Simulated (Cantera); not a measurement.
A Cantera script and its output.

```python
import numpy as np
import cantera as ct

gas = ct.Solution("gri30.yaml")
gas.TPX = 1500, 1333, {'CH4': 1, 'N2': 2.3}
reactor = ct.IdealGasConstPressureReactor(gas, energy="off", clone=False)
net = ct.ReactorNet([reactor])
net.rtol, net.atol = 1e-08, 1e-18
show = ['CH4', 'C2H', 'CH2', 'HCN', 'C2H2', 'CH3', 'C2H4']
times = np.geomspace(0.0009, 5, 15)

steps = ct.SolutionArray(gas, extra=["t"])
rows = []
print(f"{'t/s':>10s}{'T/K':>9s}{'P/Pa':>11s}" + "".join(f"{s:>11s}" for s in show))
for t in times:
    while net.time < t:
        t_next = net.step()
        steps.append(gas.state, t=t_next)
    rows.append([np.interp(t, steps.t, y) for y in (steps.T, steps.P, *steps(*show).X.T)])
    print(f"{t:10.3e}{rows[-1][0]:9.1f}{rows[-1][1]:11.4g}" + "".join(f"{x:11.3e}" for x in rows[-1][2:]))
rate = np.gradient(steps.T, steps.t)
print("integrator steps:", len(steps.t))
if steps.T.max() > steps.T[0] + 200:
    print(f"time of steepest temperature rise: {steps.t[rate.argmax()]:.4e} s")
gas.TPX = 1500, 1333, {'CH4': 1, 'N2': 2.3}
gas.equilibrate("TP")
print(f"equilibrium (TP): T = {gas.T:.1f} K  " + "  ".join(f"{s} {gas[s].X[0]:.3e}" for s in show))
```

Output:

```
       t/s      T/K       P/Pa        CH4        C2H        CH2        HCN       C2H2        CH3       C2H4
 9.000e-04   1500.0       1333  3.030e-01  5.416e-22  2.013e-12  8.008e-18  2.909e-14  3.626e-06  1.366e-10
 1.666e-03   1500.0       1333  3.030e-01  1.362e-20  6.571e-12  2.807e-17  3.882e-13  6.734e-06  9.571e-10
 3.085e-03   1500.0       1333  3.030e-01  3.337e-19  2.192e-11  1.019e-16  5.025e-12  1.248e-05  6.473e-09
 5.711e-03   1500.0       1333  3.030e-01  7.672e-18  7.359e-11  3.998e-16  6.230e-11  2.310e-05  4.224e-08
 1.057e-02   1500.0       1333  3.030e-01  1.715e-16  2.470e-10  1.744e-15  7.628e-10  4.263e-05  2.700e-07
 1.957e-02   1500.0       1333  3.029e-01  3.772e-15  8.184e-10  7.466e-15  9.457e-09  7.805e-05  1.700e-06
 3.623e-02   1500.0       1333  3.028e-01  7.351e-14  2.613e-09  2.974e-14  1.188e-07  1.404e-04  1.040e-05
 6.708e-02   1500.0       1333  3.026e-01  1.006e-12  7.771e-09  1.324e-13  1.497e-06  2.443e-04  6.007e-05
 1.242e-01   1500.0       1333  3.017e-01  1.002e-11  2.091e-08  8.584e-13  1.844e-05  4.057e-04  3.164e-04
 2.299e-01   1500.0       1333  2.983e-01  9.003e-11  4.813e-08  8.764e-12  2.101e-04  6.226e-04  1.419e-03
 4.256e-01   1500.0       1333  2.865e-01  6.927e-10  8.015e-08  9.626e-11  1.888e-03  7.979e-04  4.464e-03
 7.880e-01   1500.0       1333  2.606e-01  3.000e-09  7.904e-08  6.192e-10  9.733e-03  7.543e-04  6.859e-03
 1.459e+00   1500.0       1333  2.253e-01  6.701e-09  6.052e-08  2.092e-09  2.521e-02  6.088e-04  4.801e-03
 2.701e+00   1500.0       1333  1.846e-01  1.076e-08  4.731e-08  5.238e-09  4.294e-02  4.838e-04  2.547e-03
 5.000e+00   1500.0       1333  1.400e-01  1.533e-08  3.722e-08  1.146e-08  6.121e-02  3.711e-04  1.325e-03
integrator steps: 989
equilibrium (TP): T = 1500.0 K  CH4 6.136e-04  C2H 3.435e-08  CH2 6.964e-10  HCN 9.163e-02  C2H2 7.014e-02  CH3 3.229e-06  C2H4 9.171e-05
```

Detailed kinetics in Cantera: GRI-Mech 3.0 (53 species, 325 reactions). GRI-Mech 3.0 stops at C3 and has no aromatics, soot or wall deposition, so with more carbon than oxygen in the feed, carbon stays in small species such as C2H2 where larger ones or solid carbon would form. Radical loss at walls, strong at low pressure, is not modelled.
